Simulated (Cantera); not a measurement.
An isothermal, constant-pressure homogeneous reactor starts with CO : O₂ : H₂O : N₂ = 0.011 : 0.01 : 0.0042 : 1 (molar parts), equivalence ratio 0.55, at 1100 K and 1.01 bar. Integrator tolerance rtol = 1e-08.

Computed with Cantera and GRI-Mech 3.0 (53 species, 325 reactions).

Q: What does this change do: O2 0.01 to 0.0027 parts?

A: 
| quantity | before | after |
|---|---|---|
| x(CO) at 40.0 s | 8.08e-10 (gas-phase equilibrium 2.17e-10) | 0.00410 (gas-phase equilibrium 0.00400) |
| x(O₂) at 40.0 s | 0.00441 (gas-phase equilibrium 0.00441) | <1e-12 (gas-phase equilibrium <1e-12) |
| x(H₂O) at 40.0 s | 0.00412 (gas-phase equilibrium 0.00412) | 0.00272 (gas-phase equilibrium 0.00262) |
| x(O) at 40.0 s | 7.62e-10 (gas-phase equilibrium 1.66e-10) | <1e-12 (gas-phase equilibrium <1e-12) |
| x(CO₂) at 40.0 s | 0.0108 (gas-phase equilibrium 0.0108) | 0.00673 (gas-phase equilibrium 0.00683) |
